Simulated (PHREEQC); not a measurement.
0.14 g of hydrous ferric oxide (600 m²/g; 0.2 weak and 0.005 strong sites per Fe, Dzombak-Morel constants, diffuse double layer) in 1 kg of water with 0.01 mol/kgw of an inert sodium salt and 0.0003 mol H3BO3 and 0.00037 mol CaCl2, at 25 °C; the pH is set by adding NaOH or the inert anion's acid. Oxygen is held at 0.21 atm. The system is closed to CO2. Precipitation was switched off in this run.

Base run: PHREEQC, ion-association model, wateq4f.dat. Each further column changes one thing. The table gives Ca sorbed (%).

```json
[
 {"pH": "3", "base": "0.0", "no electrostatic term (-no_edl)": "0.0", "background salt from 0.01 to 0.001 mol/kgw": "0.0", "oxide from 0.14 to 0.7 g/kgw": "0.0", "0.00027 mol/kgw SrCl2 added": "0.0"},
 {"pH": "4", "base": "0.0", "no electrostatic term (-no_edl)": "0.0", "background salt from 0.01 to 0.001 mol/kgw": "0.0", "oxide from 0.14 to 0.7 g/kgw": "0.0", "0.00027 mol/kgw SrCl2 added": "0.0"},
 {"pH": "4.5", "base": "0.0", "no electrostatic term (-no_edl)": "0.1", "background salt from 0.01 to 0.001 mol/kgw": "0.0", "oxide from 0.14 to 0.7 g/kgw": "0.0", "0.00027 mol/kgw SrCl2 added": "0.0"},
 {"pH": "5", "base": "0.0", "no electrostatic term (-no_edl)": "___", "background salt from 0.01 to 0.001 mol/kgw": "0.0", "oxide from 0.14 to 0.7 g/kgw": "0.0", "0.00027 mol/kgw SrCl2 added": "0.0"},
 {"pH": "6", "base": "0.0", "no electrostatic term (-no_edl)": "1.1", "background salt from 0.01 to 0.001 mol/kgw": "0.0", "oxide from 0.14 to 0.7 g/kgw": "0.0", "0.00027 mol/kgw SrCl2 added": "0.0"},
 {"pH": "7", "base": "0.3", "no electrostatic term (-no_edl)": "2.0", "background salt from 0.01 to 0.001 mol/kgw": "0.3", "oxide from 0.14 to 0.7 g/kgw": "___", "0.00027 mol/kgw SrCl2 added": "0.3"},
 {"pH": "7.5", "base": "1.2", "no electrostatic term (-no_edl)": "2.5", "background salt from 0.01 to 0.001 mol/kgw": "1.3", "oxide from 0.14 to 0.7 g/kgw": "6.1", "0.00027 mol/kgw SrCl2 added": "0.9"},
 {"pH": "8", "base": "3.2", "no electrostatic term (-no_edl)": "4.1", "background salt from 0.01 to 0.001 mol/kgw": "___", "oxide from 0.14 to 0.7 g/kgw": "___", "0.00027 mol/kgw SrCl2 added": "2.4"},
 {"pH": "9", "base": "21.2", "no electrostatic term (-no_edl)": "___", "background salt from 0.01 to 0.001 mol/kgw": "___", "oxide from 0.14 to 0.7 g/kgw": "___", "0.00027 mol/kgw SrCl2 added": "18.4"}
]
```

### Question
What belongs in the gaps?

### Answer

- 5, no electrostatic term (-no_edl): 0.2
- 7, oxide from 0.14 to 0.7 g/kgw: 1.5
- 8, background salt from 0.01 to 0.001 mol/kgw: 3.5
- 8, oxide from 0.14 to 0.7 g/kgw: 15.0
- 9, no electrostatic term (-no_edl): 12.2
- 9, background salt from 0.01 to 0.001 mol/kgw: 22.6
- 9, oxide from 0.14 to 0.7 g/kgw: 73.1

The oxide is taken as insoluble; below pH 4 it would dissolve.
